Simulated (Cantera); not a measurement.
Cantera run:

```python
import numpy as np
import cantera as ct

gas_names = """
    CL CL2 N N2 Si SiCL SiCL2 SiCL3 SiCL4 SiN Si2 Si2N Si3
""".split()
cond_names = """
    Si(cr) Si(L) Si3N4(a)
""".split()


# ... load() reads the species with a 1 bar reference pressure and builds the phases ...
atoms = {
    'Si3N4': {'Si': 3, 'N': 4},
    'Cl2': {'CL': 2},
    'N2': {'N': 2},
}
top_T = {'Si3N4(a)': 2400}  # K; cautious upper limits of use, not melting points


# ... equilibrate(T, P, feed) seeds the gas with the atoms and calls Mixture.equilibrate('TP', solver="vcs", rtol=1e-11, max_steps=5000) ...
results = []
feed = {'Si3N4': 1, 'Cl2': 2.8, 'N2': 10}  # mol
T = 2048  # K
for P in [1, 4.2, 18, 75, 320, 1300, 5600, 24000, 100000]:
    mix = equilibrate(T, P, feed)
    results.append((T, P, feed, dict(zip(mix.species_names, mix.species_moles))))

top = {s: max(r[3][s] / sum(r[3][g] for g in gas_names) for r in results) for s in gas_names}
cols = sorted((s for s in top if top[s] > 0.0001), key=lambda s: -top[s])[:7]
seen = [c for c in cond_names if any(r[3].get(c, 0) > 1e-12 for r in results)]
print("log10 of partial pressures in bar; condensed amounts in mol")
print(f"{'P/Pa':>10s}" + "".join(f"{s[:9]:>10s}" for s in cols + seen))
for T, P, feed, n in results:
    ng = sum(n[g] for g in gas_names)
    print(f"{P:10.4g}" + "".join(f"{np.log10(max(n[s] / ng * P / 1e5, 1e-99)):10.3f}" for s in cols)
          + "".join(f"{n.get(c, 0):10.4g}" for c in seen))
```

Output:

```
log10 of partial pressures in bar; condensed amounts in mol
      P/Pa        N2        CL     SiCL2        Si     SiCL3      SiCL     SiCL4     Si(L)  Si3N4(a)
         1    -5.224    -5.594    -7.022    -5.871   -10.546    -7.310   -14.041         0         0
       4.2    -4.559    -5.124    -5.609    -5.399    -8.663    -6.367   -11.687         0         0
        18    -3.880    -4.818    -4.654    -5.055    -7.403    -5.718   -10.122         0         0
        75    -3.236    -4.614    -3.922    -4.733    -6.466    -5.191    -8.980         0         0
       320    -2.596    -4.479    -3.251    -4.331    -5.661    -4.655    -8.040         0         0
      1300    -1.981    -4.272    -2.628    -4.122    -4.829    -4.238    -7.002    0.1094         0
      5600    -1.344    -3.953    -1.989    -4.122    -3.872    -3.919    -5.725     0.193         0
   2.4e+04    -0.710    -3.639    -1.363    -4.122    -2.932    -3.606    -4.471    0.2311         0
     1e+05    -0.090    -3.198    -0.766    -4.407    -1.894    -3.450    -2.993         0    0.1028
```

These are equilibrium values from Cantera (NASA tables, ideal gas, pure condensed phases), not measurements of a reactor. The tables' values for SiCl3, SiCl, SiN are old estimates; treat these amounts as uncertain.
